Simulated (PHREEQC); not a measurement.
A solution holds 0.17 mol/kgw CuCl2, 0.00072 mol/kgw H2SO4 and 0.1 mol/kgw KCl, at 25 °C and 300 atm. Closed to the air; pH follows from the charge balance.

Computed with PHREEQC (ion-association model, phreeqc.dat).

Each row changes one thing in this solution. This is a speciation only: nothing precipitates in the calculation.

| case | pH | ionic strength (mol/kgw) | Cl- (mol/kgw) | SO4-2 (mol/kgw) | KSO4- (mol/kgw) | HSO4- (mol/kgw) | SI of Sylvite (KCl) |
|---|---|---|---|---|---|---|---|
| as made | 2.96 | 0.536 | 0.402 | 0.000343 | 4.14e-5 | 7.48e-6 | -2.72 |
| diluted 2-fold with water | 3.25 | 0.281 | 0.208 | 0.000185 | 1.45e-5 | 2.66e-6 | -3.25 |
| diluted 5-fold with water | 3.62 | 0.117 | 0.0853 | 8.40e-5 | (withheld) | (withheld) | -3.96 |
| temperature from 25 to 65 °C | 2.97 | 0.411 | 0.337 | 0.000361 | 8.51e-5 | 2.29e-5 | -2.97 |
| H2SO4 from 0.00072 to 0.000792 mol/kgw | 2.92 | 0.536 | 0.402 | 0.000376 | 4.55e-5 | 9.04e-6 | -2.72 |
| CuCl2 left out | 2.93 | 0.102 | 0.100 | 0.000568 | 0.000129 | 2.27e-5 | -3.18 |

Some entries are withheld; supply them.


- diluted 5-fold with water, KSO4- (mol/kgw): 3.66e-6
- diluted 5-fold with water, HSO4- (mol/kgw): 6.56e-7

Under pressure, the constants of complexes without a molar volume in the database are unreliable. Constants without temperature data keep their 25 °C values here.
